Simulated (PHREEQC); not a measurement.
## Polishing slurry liquid (model solution)

A solution holds 0.0017 mol HNO3, 0.044 mol KNO3 and 0.00038 mol CuSO4 per kg of water, at 15 °C. Closed to the air; pH follows from the charge balance.

Equilibrium calculation in PHREEQC: ion-association model, phreeqc.dat.

| Item | Result |
|---|---|
| pH | 2.84 |
| ionic strength | 0.0471 mol/kgw |
| specific conductance | 4910 µS/cm |
| total alkalinity | -1.70 meq/kg |

```tsv
species	molality	activity	log γ
NO3-	0.0457	0.0372	-0.090
K+	0.0440	0.0360	-0.087
H+	0.00168	0.00144	-0.066
Cu+2	0.000375	0.000186	-0.305
SO4-2	0.000316	0.000150	-0.323
KSO4-	3.80e-5	3.17e-5	-0.079
HSO4-	2.06e-5	1.71e-5	-0.082
```

Precipitation was switched off in this run. Species that the database lacks are ignored.
